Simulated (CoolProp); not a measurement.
Ethylene along the isotherm 160.6 K: Z from the reference equation and from simpler models built on Tc = 282.4 K, pc = 5042 kPa, ω = 0.087; each cubic takes its own stable root.

Values from CoolProp's reference Helmholtz-energy equation of state, Smukala 2000.

| p (kPa) | phase | reference | Soave-Redlich-Kwong | Peng-Robinson |
|---|---|---|---|---|
| 3360 | liquid | … | 0.1253 | 0.1112 |
| 6720 | liquid | 0.2410 | 0.2490 | 0.2212 |
| 10100 | liquid | 0.3605 | 0.3722 | 0.3308 |
| 13400 | liquid | … | 0.4913 | … |
| 16800 | liquid | 0.5943 | 0.6129 | 0.5455 |
| 20200 | liquid | 0.7116 | 0.7335 | 0.6533 |
| 23500 | liquid | 0.8246 | 0.8497 | 0.7572 |
| 26900 | liquid | 0.9403 | 0.9686 | 0.8637 |
| 30300 | liquid | 1.055 | 1.087 | 0.9695 |
| 33600 | liquid | 1.166 | 1.201 | 1.072 |
| 37000 | liquid | 1.279 | 1.318 | … |
| 40300 | liquid | 1.389 | 1.431 | … |
| 43700 | liquid | 1.501 | 1.546 | 1.382 |
| 47100 | liquid | … | 1.662 | 1.485 |
| 50400 | liquid | 1.720 | 1.773 | 1.585 |

What belongs in the gaps?


- 3360, reference: 0.1211
- 13400, reference: 0.4761
- 13400, Peng-Robinson: 0.4370
- 37000, Peng-Robinson: 1.177
- 40300, Peng-Robinson: 1.278
- 47100, reference: 1.612
